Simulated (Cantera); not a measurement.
Charge: 1 mol CO₂, 4.4 mol H₂O, 0.041 mol O₂, at 2298 K and 32.0 bar.

Method: chemical equilibrium by Gibbs-energy minimisation in Cantera with the NASA 1993 tables (ideal gas, pure condensed phases). Candidate condensed phases: C, C₆H₆, C₇H₈, C₈H₁₈, H₂O; 110 gas species. The ideal-gas law is rough above about 30 bar. Equilibrium is a limit: real reactors are often held back by kinetics, nucleation or transport.

Base state: H₂O 0.800, CO₂ 0.179, O₂ 0.00978, OH 0.00402, CO 0.00368, H₂ 0.00293, H 9.17e-5, O 8.58e-5 (mole fractions); condensed: gas only.

What changes in the equilibrium state with this change: temperature from 2298 K to 698.15 K?


```tsv
species	before	after
H₂O	0.800	0.809
CO₂	0.179	0.184
O₂	0.00978	0.00754
OH	0.00402	<1e-9
CO	0.00368	<1e-9
H₂	0.00293	<1e-9
H	9.17e-5	<1e-9
O	8.58e-5	<1e-9
```

What changes in the equilibrium state with this change: H₂O from 4.4 to 0.14 mol?


```
species   before     after
-------  -------  --------
CO₂        0.179     0.834
H₂O        0.800     0.117
O₂       0.00978    0.0383
H₂       0.00293  0.000216
H        9.17e-5   2.49e-5
CO       0.00368   0.00864
O        8.58e-5  0.000170
OH       0.00402   0.00216
```
